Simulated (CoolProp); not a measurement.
Vapour-liquid equilibrium of cyclohexane (1) + ethanol (2) at 63.15 °C; x and y are mole fractions of (1).

Model: multi-fluid Helmholtz-energy mixture model, Zhou 2014 and Schroeder 2014; pair parameters Bell 2016, in CoolProp.

### Question
Give the bubble pressure and the first vapour's composition at x = 0.05, 0.15, 0.75. Is there an azeotrope?

### Answer
x = 0.05: 0.06519 MPa, y = 0.211; x = 0.15: 0.08034 MPa, y = 0.409; x = 0.75: 0.08943 MPa, y = 0.558. y crosses x between x = 0.45 and 0.55: the model has an azeotrope there.

Pair parameters are fitted to limited data, so mixtures are less certain than the pure fluids. With so large a gap from Raoult's law the liquid may split in two, which this calculation doesn't test in full.
